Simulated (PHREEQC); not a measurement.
Solution (41 °C): 0.0016 mol NaHCO3 and 0.00011 mol Na2HPO4 per kg of water. Closed to the air; pH follows from the charge balance.

All values are PHREEQC results (ion-association model, phreeqc.dat), not measurements.

Precipitation was switched off in this run.

Q: Order these P species by the share of P that they hold, largest first: HPO4-2, H2PO4-, NaHPO4-.

A: HPO4-2 (93 %), H2PO4- (7.0 %), NaHPO4- (0.27 %)

The pH is 8.23 and the ionic strength 0.00194 mol/kgw. Species that the database lacks are ignored. Constants without temperature data keep their 25 °C values here.
